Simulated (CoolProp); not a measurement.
Saturation properties of normal hydrogen.

The numbers come from the reference Helmholtz-energy equation of state, Leachman 2009 in CoolProp.

```json
[
 {"T (K)": "23.3", "p (bar)": "2.196", "liquid cp (kJ/(kg K))": "11.73", "liquid viscosity (µPa s)": "10.7", "liquid conductivity (mW/(m K))": "103"},
 {"T (K)": "24.4", "p (bar)": "2.821", "liquid cp (kJ/(kg K))": "12.69", "liquid viscosity (µPa s)": "9.88", "liquid conductivity (mW/(m K))": "103"},
 {"T (K)": "25.4", "p (bar)": "3.489", "liquid cp (kJ/(kg K))": "13.74", "liquid viscosity (µPa s)": "9.18", "liquid conductivity (mW/(m K))": "102"},
 {"T (K)": "26.4", "p (bar)": "4.262", "liquid cp (kJ/(kg K))": "15.04", "liquid viscosity (µPa s)": "8.53", "liquid conductivity (mW/(m K))": "101"},
 {"T (K)": "27.4", "p (bar)": "5.147", "liquid cp (kJ/(kg K))": "16.71", "liquid viscosity (µPa s)": "7.91", "liquid conductivity (mW/(m K))": "99.7"},
 {"T (K)": "28.4", "p (bar)": "6.154", "liquid cp (kJ/(kg K))": "18.98", "liquid viscosity (µPa s)": "7.32", "liquid conductivity (mW/(m K))": "98.0"},
 {"T (K)": "29.4", "p (bar)": "7.292", "liquid cp (kJ/(kg K))": "22.33", "liquid viscosity (µPa s)": "6.73", "liquid conductivity (mW/(m K))": "96.0"},
 {"T (K)": "30.5", "p (bar)": "8.710", "liquid cp (kJ/(kg K))": "28.73", "liquid viscosity (µPa s)": "6.07", "liquid conductivity (mW/(m K))": "93.4"},
 {"T (K)": "31.5", "p (bar)": "10.16", "liquid cp (kJ/(kg K))": "41.86", "liquid viscosity (µPa s)": "5.42", "liquid conductivity (mW/(m K))": "90.7"},
 {"T (K)": "32.5", "p (bar)": "11.80", "liquid cp (kJ/(kg K))": "98.57", "liquid viscosity (µPa s)": "4.58", "liquid conductivity (mW/(m K))": "90.7"}
]
```

It boils at 20.4 K under 1 atm.

Viscosity comes from a separate model (Muzny 2013). Thermal conductivity comes from a separate model (Assael 2011).
